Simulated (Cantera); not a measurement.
Input: 1 mol SiO₂, a varied amount of CH₄, 18 mol N₂, at 1398 K and 13.3 mbar.

Cantera equilibrium calculation (NASA polynomials, part measured and part estimated; ideal gas, pure solids and liquids). Candidate condensed phases: C, C₆H₆, C₇H₈, C₈H₁₈, H₂O, Si, SiC, SiO₂, Si₂N₂O, Si₃N₄; 151 gas species. N₂ is the only nitrogen source here; it is nearly inert below about 1500 K, so the nitride shown seldom forms there in practice. Mutual solubility and eutectic melting of coexisting phases are not modelled. The tables hold silica as quartz up to 1696 K and as liquid above; real silica turns to tridymite and cristobalite and melts near 1996 K. The numbers say what is thermodynamically allowed, not how fast it happens.

Which condensed phases are stable at each of these points (n(CH₄) (mol)): 0.45, 0.97, 1.5, 2, 2.5, 3, 3.6, 4.1, 4.6, 5.1?


```json
[
 {"n(CH₄) (mol)": "0.45", "condensed phases": "SiO₂(β-quartz) + Si₂N₂O(s)", "Si condensed (%)": "99.9"},
 {"n(CH₄) (mol)": "0.97", "condensed phases": "SiO₂(β-quartz) + Si₂N₂O(s)", "Si condensed (%)": "99.9"},
 {"n(CH₄) (mol)": "1.5", "condensed phases": "Si₂N₂O(s)", "Si condensed (%)": "100.0"},
 {"n(CH₄) (mol)": "2", "condensed phases": "C(graphite) + Si₂N₂O(s)", "Si condensed (%)": "100.0"},
 {"n(CH₄) (mol)": "2.5", "condensed phases": "C(graphite) + Si₂N₂O(s)", "Si condensed (%)": "100.0"},
 {"n(CH₄) (mol)": "3", "condensed phases": "C(graphite) + Si₂N₂O(s)", "Si condensed (%)": "100.0"},
 {"n(CH₄) (mol)": "3.6", "condensed phases": "C(graphite) + Si₂N₂O(s)", "Si condensed (%)": "100.0"},
 {"n(CH₄) (mol)": "4.1", "condensed phases": "C(graphite) + Si₂N₂O(s)", "Si condensed (%)": "100.0"},
 {"n(CH₄) (mol)": "4.6", "condensed phases": "C(graphite) + Si₂N₂O(s)", "Si condensed (%)": "100.0"},
 {"n(CH₄) (mol)": "5.1", "condensed phases": "C(graphite) + Si₂N₂O(s)", "Si condensed (%)": "100.0"}
]
```

From 0.45 mol CH₄ to 0.97 mol CH₄ the condensed part is SiO₂(β-quartz) + Si₂N₂O(s). At 1.5 mol CH₄ the condensed part is Si₂N₂O(s). From 2 mol CH₄ to 5.1 mol CH₄ the condensed part is C(graphite) + Si₂N₂O(s).
